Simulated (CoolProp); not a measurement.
Aqueous potassium formate as a coolant, at 38 °C, 1 atm.

Computed with CoolProp (Melinder's fits for secondary coolants).

| mass % | freezing point (°C) | conductivity (W/(m K)) | density (kg/m³) | Prandtl number | cp (kJ/(kg K)) |
|---|---|---|---|---|---|
| 1.3 | -0.5 | 0.624 | 1002 | 4.64 | ? |
| 5.9 | -2.7 | ? | 1030 | 4.95 | 3.962 |
| 10.5 | -5.2 | 0.601 | 1057 | 5.14 | 3.800 |
| 15.2 | -8.1 | 0.592 | 1086 | 5.38 | 3.640 |
| 19.8 | -11.5 | 0.583 | 1115 | 5.70 | 3.488 |
| 24.4 | -15.4 | 0.575 | ? | 6.13 | 3.341 |
| 29.1 | -20.1 | 0.565 | 1176 | 6.63 | 3.200 |
| 33.7 | -25.7 | 0.554 | 1208 | 7.14 | 3.072 |
| 38.4 | ? | 0.542 | 1242 | 7.68 | 2.951 |

Question: Complete the blanks.

Answer: 
- 1.3, cp (kJ/(kg K)): 4.129
- 5.9, conductivity (W/(m K)): 0.612
- 24.4, density (kg/m³): 1145
- 38.4, freezing point (°C): -32.4
